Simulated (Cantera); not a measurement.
Gas mixture: C₂H₄ = 0.76 (molar parts), at 180 Torr, frozen composition.

Cantera's kinetic-theory transport with the Lennard-Jones parameters of GRI-Mech 3.0, ideal gas; thermal conductivity in the multicomponent form.

D: mixture-averaged diffusion coefficient of that species in the mixture.

| T (K) | ρ (kg/m³) | cp (J/kg/K) | μ (µPa s) | λ (mW/m/K) | Pr | D (cm²/s) NO | D (cm²/s) C₂H₂ | D (cm²/s) CH₄ |
|---|---|---|---|---|---|---|---|---|
| 400 | 0.202 | 1877 | 13.3 | 33.5 | 0.748 | 1.13 | 0.910 | 1.23 |
| 500 | 0.162 | 2220 | 16.3 | 48.4 | 0.750 | 1.69 | 1.38 | 1.85 |
| 600 | 0.135 | 2529 | 19.1 | 64.4 | 0.750 | 2.32 | 1.92 | 2.55 |
| 700 | 0.116 | 2785 | 21.7 | 80.4 | 0.750 | 3.03 | 2.53 | 3.35 |
| 800 | 0.101 | 2991 | 24.1 | 96.0 | 0.750 | 3.81 | 3.20 | 4.22 |
| 900 | 0.0900 | 3167 | 26.3 | [?] | 0.749 | [?] | [?] | [?] |
| 1000 | 0.0810 | 3354 | [?] | [?] | 0.749 | [?] | [?] | [?] |

Question: Complete the blanks.

Answer: 
- 900, λ (mW/m/K): 111
- 900, D (cm²/s) NO: 4.66
- 900, D (cm²/s) C₂H₂: 3.93
- 900, D (cm²/s) CH₄: 5.17
- 1000, μ (µPa s): 28.5
- 1000, λ (mW/m/K): 128
- 1000, D (cm²/s) NO: 5.57
- 1000, D (cm²/s) C₂H₂: 4.72
- 1000, D (cm²/s) CH₄: 6.20
